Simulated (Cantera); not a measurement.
A perfectly stirred reactor is fed with CH4 : CO2 = 1 : 1.8 (molar parts), at 750 Torr; it is held at 1550 K, and followed from long to short residence time.

Model: GRI-Mech 3.0 (53 species, 325 reactions), integrated in Cantera.

Q: What does this change do: pressure from 750 Torr to 188 Torr?

A: 
```json
[
 {"quantity": "x(CH4) at τ = 1.10 s", "before": "0.0746", "after": "0.106"},
 {"quantity": "x(CO2) at τ = 1.10 s", "before": "0.255", "after": "0.326"},
 {"quantity": "x(CH2CO) at τ = 1.10 s", "before": "4.43e-5", "after": "4.80e-5"},
 {"quantity": "x(C2H) at τ = 1.10 s", "before": "1.36e-8", "after": "2.35e-8"},
 {"quantity": "x(CH3) at τ = 1.10 s", "before": "0.000104", "after": "0.000239"},
 {"quantity": "x(CH4) at τ = 14.0 ms", "before": "0.326", "after": "0.343"},
 {"quantity": "x(CO2) at τ = 14.0 ms", "before": "0.627", "after": "0.637"},
 {"quantity": "x(CH2CO) at τ = 14.0 ms", "before": "4.65e-7", "after": "6.80e-8"},
 {"quantity": "x(C2H) at τ = 14.0 ms", "before": "1.22e-9", "after": "6.42e-10"},
 {"quantity": "x(CH3) at τ = 14.0 ms", "before": "0.000352", "after": "0.000554"}
]
```
